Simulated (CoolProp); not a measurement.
Computed with CoolProp (reference Helmholtz-energy equation of state, de Reuck 1990).

### Question
For fluorine, give the phase and the Z, cv (kJ/(kg K)), speed of sound (m/s), expansivity (1/kK) at 151.1 K and 22.5 bar; 161.3 K and 22.5 bar; 166.5 K and 22.5 bar.

### Answer
- 151.1 K and 22.5 bar: gas; Z 0.863, cv 0.608, speed of sound 200, expansivity 10.4
- 161.3 K and 22.5 bar: gas; Z 0.892, cv 0.597, speed of sound 210, expansivity 8.86
- 166.5 K and 22.5 bar: gas; Z 0.903, cv 0.593, speed of sound 215, expansivity 8.27
